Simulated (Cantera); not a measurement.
Equilibrium for silicates and aluminates: SiO2 + MgO + H2O + NH3

Charge: 1 mol SiO2, 1.9 mol MgO, 0.25 mol H2O, 0.00036 mol NH3, equilibrated at 2.40 bar.

Equilibrium computed with Cantera from the NASA thermochemical tables; the gas is ideal and each condensed phase is pure. Candidate condensed phases: H2O, Mg, MgO, Mg(OH)2, MgSiO3, Mg2SiO4, Si, SiO2, Si2N2O, Si3N4; 42 gas species. Mutual solubility and eutectic melting of coexisting phases are not modelled. Condensed phases not in the tables: alloys, solid solutions and most ternary compounds. The numbers say what is thermodynamically allowed, not how fast it happens.

```json
[
 {"T (°C)": "827", "x H2O": "0.997", "x H2": "0.00215", "x OH": "1.60e-9", "x O2": "<1e-12", "x N2": "0.000718", "x H": "7.75e-10", "x O": "<1e-12", "n MgSiO3(s)": "0.100", "n Mg2SiO4(s)": "0.900", "n MgSiO3(l)": "0"},
 {"T (°C)": "927", "x H2O": "0.997", "x H2": "0.00215", "x OH": "2.19e-8", "x O2": "1.44e-11", "x N2": "0.000718", "x H": "5.91e-9", "x O": "<1e-12", "n MgSiO3(s)": "0.100", "n Mg2SiO4(s)": "0.900", "n MgSiO3(l)": "0"},
 {"T (°C)": "1027", "x H2O": "0.997", "x H2": "0.00215", "x OH": "2.00e-7", "x O2": "6.73e-10", "x N2": "0.000718", "x H": "3.31e-8", "x O": "2.96e-12", "n MgSiO3(s)": "0.100", "n Mg2SiO4(s)": "0.900", "n MgSiO3(l)": "0"},
 {"T (°C)": "1127", "x H2O": "0.997", "x H2": "0.00215", "x OH": "1.34e-6", "x O2": "1.82e-8", "x N2": "0.000718", "x H": "1.46e-7", "x O": "8.25e-11", "n MgSiO3(s)": "0.100", "n Mg2SiO4(s)": "0.900", "n MgSiO3(l)": "0"},
 {"T (°C)": "1227", "x H2O": "0.997", "x H2": "0.00216", "x OH": "6.96e-6", "x O2": "3.18e-7", "x N2": "0.000718", "x H": "5.28e-7", "x O": "1.48e-9", "n MgSiO3(s)": "0.100", "n Mg2SiO4(s)": "0.900", "n MgSiO3(l)": "0"},
 {"T (°C)": "1327", "x H2O": "0.997", "x H2": "0.00218", "x OH": "2.94e-5", "x O2": "3.85e-6", "x N2": "0.000718", "x H": "1.64e-6", "x O": "1.84e-8", "n MgSiO3(s)": "0.100", "n Mg2SiO4(s)": "0.900", "n MgSiO3(l)": "0"},
 {"T (°C)": "1427", "x H2O": "0.997", "x H2": "0.00227", "x OH": "0.000103", "x O2": "3.25e-5", "x N2": "0.000717", "x H": "4.53e-6", "x O": "1.64e-7", "n MgSiO3(s)": "0.100", "n Mg2SiO4(s)": "0.900", "n MgSiO3(l)": "0"},
 {"T (°C)": "1527", "x H2O": "0.996", "x H2": "0.00264", "x OH": "0.000296", "x O2": "0.000172", "x N2": "0.000716", "x H": "1.19e-5", "x O": "1.03e-6", "n MgSiO3(s)": "0.100", "n Mg2SiO4(s)": "0.900", "n MgSiO3(l)": "0"},
 {"T (°C)": "1627", "x H2O": "0.994", "x H2": "0.00359", "x OH": "0.000699", "x O2": "0.000544", "x N2": "0.000713", "x H": "3.07e-5", "x O": "4.49e-6", "n MgSiO3(s)": "0", "n Mg2SiO4(s)": "0.900", "n MgSiO3(l)": "0.100"},
 {"T (°C)": "1727", "x H2O": "0.991", "x H2": "0.00529", "x OH": "0.00143", "x O2": "0.00122", "x N2": "0.000708", "x H": "7.64e-5", "x O": "1.51e-5", "n MgSiO3(s)": "0", "n Mg2SiO4(s)": "0.900", "n MgSiO3(l)": "0.100"},
 {"T (°C)": "1827", "x H2O": "0.986", "x H2": "0.00795", "x OH": "0.00265", "x O2": "0.00225", "x N2": "0.000700", "x H": "0.000179", "x O": "4.26e-5", "n MgSiO3(s)": "0", "n Mg2SiO4(s)": "0.900", "n MgSiO3(l)": "0.100"}
]
```
x: gas mole fraction; n: condensed amount in mol.

From 827 °C to 1527 °C the condensed part is MgSiO3(s) + Mg2SiO4(s). From 1627 °C to 1827 °C the condensed part is MgSiO3(l) + Mg2SiO4(s).
